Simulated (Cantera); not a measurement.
**Catalytic combustion on Pt**

An isothermal plug-flow reactor at 625 K and 260000 Pa (inlet), inlet velocity 0.37 m/s, active area per volume 270 1/m; feed 1.11 % H2, 5.55 % O2, 91.3 % N2, 2.08 % H2O.

Model: Deutschmann's 1995 Pt surface mechanism with GRI-Mech 3.0 gas chemistry, integrated in Cantera. Catalytic surfaces can have several steady states; this one follows from the mechanism file's or the stated starting coverage. Mass transfer to the wall is taken as infinitely fast.

| z (m) | x H2 | x O2 | x H2O | θ free Pt | θ O* | θ OH* |
|---|---|---|---|---|---|---|
| 0.00018 | 0.00466 | 0.0524 | 0.0273 | 0.150 | 0.817 | 0.0333 |
| 0.00033 | 0.00311 | 0.0517 | 0.0289 | 0.101 | 0.870 | 0.0287 |
| 0.00058 | 0.00199 | 0.0511 | 0.0300 | 0.0655 | 0.910 | 0.0239 |
| 0.001 | 0.00124 | 0.0508 | 0.0308 | 0.0410 | 0.940 | 0.0193 |
| 0.0018 | 0.000716 | 0.0505 | 0.0313 | 0.0239 | 0.961 | 0.0150 |
| 0.0033 | 0.000399 | 0.0504 | 0.0317 | 0.0134 | 0.975 | 0.0114 |
| 0.0058 | 0.000228 | 0.0503 | 0.0318 | 0.00782 | 0.983 | 0.00873 |
| 0.01 | 0.000131 | 0.0502 | 0.0319 | 0.00472 | 0.988 | 0.00681 |
| 0.018 | 6.89e-5 | 0.0502 | 0.0320 | 0.00289 | 0.992 | 0.00534 |
x: gas mole fraction; θ: surface coverage.
